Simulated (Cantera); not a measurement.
Charge: 1 mol Fe(CO)₅, 0.066 mol O₂, 0.53 mol H₂, at 1000 K and 1.33 mbar.

These are equilibrium values from Cantera (NASA tables, ideal gas, pure condensed phases), not measurements of a reactor. Equilibrium is a limit: real reactors are often held back by kinetics, nucleation or transport.

| species | before | after |
|---|---|---|
| CO | 0.882 | 0.780 |
| CO₂ | 0.0222 | 0.124 |
| H₂ | 0.0942 | 0.0863 |
| H₂O | 0.00165 | 0.00957 |
| Fe(α), mol | 1.00 | 1.00 |
Gas species are given as mole fractions.

Question: Name the change that produced these shifts.
A) temperature from 1000 K to 898 K
B) O₂ from 0.066 to 0.37 mol
C) O₂ from 0.066 to 0.7 mol
D) temperature from 1000 K to 1273 K

Answer: B, O₂ from 0.066 to 0.37 mol
